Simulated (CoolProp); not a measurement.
Saturation properties of chlorine (Tc = 143.7 °C, pc = 7.642 MPa, ω = 0.070).

Model: reference Helmholtz-energy equation of state, Thol 2021, in CoolProp.

| T (°C) | p (MPa) | liquid density (kg/m³) | vapour density (kg/m³) | enthalpy of vaporisation (kJ/kg) | liquid cp (kJ/(kg K)) |
|---|---|---|---|---|---|
| -6.65 | 0.2942 | 1487 | 9.970 | 270.4 | 0.9556 |
| 2.15 | 0.3948 | 1462 | 13.12 | 264.6 | 0.9635 |
| 10.95 | 0.5193 | 1436 | ___ | 258.5 | 0.9732 |
| 19.75 | 0.6710 | 1409 | 21.64 | 252.0 | 0.9848 |
| 28.55 | 0.8531 | 1382 | 27.22 | 245.1 | ___ |
| 37.35 | 1.069 | 1354 | 33.86 | 237.8 | 1.015 |
| 46.15 | 1.322 | 1324 | 41.69 | 230.0 | 1.034 |
| 54.95 | 1.616 | 1294 | ___ | 221.7 | 1.058 |
| 63.75 | 1.954 | 1262 | 61.71 | 212.8 | 1.086 |
| 72.55 | 2.338 | 1229 | 74.38 | 203.1 | 1.120 |
| 81.25 | 2.768 | ___ | 89.07 | 192.8 | 1.163 |
| 90.05 | 3.257 | 1156 | 106.6 | 181.5 | 1.219 |

### Question
Some entries are withheld; supply them.

### Answer

- 10.95, vapour density (kg/m³): 16.98
- 28.55, liquid cp (kJ/(kg K)): 0.9986
- 54.95, vapour density (kg/m³): 50.90
- 81.25, liquid density (kg/m³): 1194

It boils at -34.0 °C under 1 atm.
